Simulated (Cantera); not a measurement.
Input (Python, Cantera):

```python
import numpy as np
import cantera as ct

gas = ct.Solution("gri30.yaml")


def delay(T, t_max=10):
    gas.TPX = T, 130000, {'CO': 1, 'H2': 1.2, 'O2': 1.1, 'N2': 7.15}
    reactor = ct.IdealGasConstPressureReactor(gas, clone=False)
    net = ct.ReactorNet([reactor])
    net.rtol, net.atol = 1e-8, 1e-16
    while net.time < t_max:
        t_old, T_old = net.time, reactor.T
        net.step()
        if reactor.T > T + 400:  # ignition: a rise of 400 K
            return t_old + (T + 400 - T_old) / (reactor.T - T_old) * (net.time - t_old)
    return np.nan


taus = []
for T in [1025, 1075, 1125, 1175, 1225, 1275, 1325, 1375]:
    taus.append(delay(T))
    print(f"T0 = {T:6g} K   tau = {taus[-1]:.4e} s")
```

Result:

```
T0 =   1025 K   tau = 2.9831e-04 s
T0 =   1075 K   tau = 1.5474e-04 s
T0 =   1125 K   tau = 1.0219e-04 s
T0 =   1175 K   tau = 7.5347e-05 s
T0 =   1225 K   tau = 5.9499e-05 s
T0 =   1275 K   tau = 4.9412e-05 s
T0 =   1325 K   tau = 4.2735e-05 s
T0 =   1375 K   tau = 3.8254e-05 s
```

Model: GRI-Mech 3.0 (53 species, 325 reactions), integrated in Cantera. Where the delays flatten at high temperature, the 400 K rule measures the pace of heat release, not the induction time.
